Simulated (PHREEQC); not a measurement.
Dissolve 0.0015 mol/kgw ZnCl2, 0.00073 mol/kgw NaCl and 0.00035 mol/kgw MnSO4 at 45 °C. Closed to the air; pH follows from the charge balance.

Equilibrium calculation in PHREEQC: ion-association model, phreeqc.dat.

This is a speciation only: nothing precipitates in the calculation.

**Question.** Order these Zn species by the share of Zn that they hold, largest first: ZnOH+, ZnSO4, ZnCl+, Zn+2.

**Answer.** Zn+2 (95 %), ZnSO4 (3.6 %), ZnCl+ (1.5 %), ZnOH+ (0.15 %)

The pH is 5.67 and the ionic strength 0.00630 mol/kgw. Species that the database lacks are ignored. Away from 25 °C the constants follow the database's enthalpies or fits; those with neither stay at their 25 °C values.
